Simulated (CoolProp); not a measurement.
Vapour-liquid equilibrium of methanol (1) + dimethyl carbonate (2) at 352 kPa; x and y are mole fractions of (1).

Computed with CoolProp (multi-fluid Helmholtz-energy mixture model, de Reuck 1993 and Zhou 2011; pair parameters Bell 2016).

Q: Give the bubble temperature and the first vapour's composition at x = 0.5, 0.8, 0.875. Is there an azeotrope?

A: x = 0.5: 376.8 K, y = 0.708; x = 0.8: 373.3 K, y = 0.843; x = 0.875: 372.9 K, y = 0.889. y crosses x between x = 0.875 and 0.95: the model has an azeotrope there.

Pair parameters are fitted to limited data, so mixtures are less certain than the pure fluids.
